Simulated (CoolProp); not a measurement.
The fluid at 489.64 K and 18.9 MPa (liquid) is heated at constant pressure to 542 K. The same conditions are run with several fluids, on thermodynamics alone (safety and materials aside).

Computed with CoolProp (reference Helmholtz-energy equation of state of each fluid (o-xylene: Zhou 2012; propylene glycol: Eisenbach 2021; p-xylene: Zhou 2012; decamethyltetrasiloxane (MD2M): Thol 2017)).

**Question.** Rank o-xylene, propylene glycol, p-xylene, decamethyltetrasiloxane (MD2M) by heat (kJ/kg), highest first.

**Answer.** propylene glycol (188), o-xylene (128), p-xylene (126), decamethyltetrasiloxane (MD2M) (111)

```
fluid                           final density (kg/m³)
------------------------------  ---------------------
o-xylene                                          687
propylene glycol                                  830
p-xylene                                          665
decamethyltetrasiloxane (MD2M)                    678
```
